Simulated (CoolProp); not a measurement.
Vapour pressure (bar) of chlorine: the reference equation beside estimates from Tc = 143.7 °C, pc = 76.42 bar, ω = 0.070. Clausius-Clapeyron is anchored at 80.95 °C with a constant enthalpy of vaporisation of 13.70 kJ/mol.

The numbers come from the reference Helmholtz-energy equation of state, Thol 2021 in CoolProp.

```tsv
T (°C)	reference	Lee-Kesler	Clausius-Clapeyron	van der Waals	Soave-Redlich-Kwong	Peng-Robinson
31.25	9.157	9.118	12.88	18.94	9.135	9.115
39.55	11.29	11.21	14.87	21.60	11.25	11.20
47.75	13.73	13.60	17.01	24.46	13.68	13.59
56.05	16.56	16.38	19.36	27.59	16.49	16.38
64.35	19.78	19.53	21.89	30.95	19.71	19.55
72.65	23.43	23.11	24.62	34.57	23.35	23.15
80.95	27.53	27.12	27.53	38.44	27.45	27.21
89.25	32.10	31.62	30.62	42.57	32.04	31.77
97.55	37.18	36.64	33.90	46.96	37.15	36.85
105.75	42.72	42.16	37.33	51.57	42.73	42.42
114.05	48.90	48.34	40.97	56.50	48.96	48.65
122.35	55.68	55.20	44.80	61.71	55.80	55.53
130.65	63.12	62.79	48.80	67.20	63.28	63.08
```

Absolute difference from the reference over all 13 rows, mean and median: Lee-Kesler 1.1 and 1.1 %, Clausius-Clapeyron 16.4 and 16.2 %, van der Waals 46.1 and 39.6 %, Soave-Redlich-Kwong 0.3 and 0.3 %, Peng-Robinson 0.8 and 0.9 %.
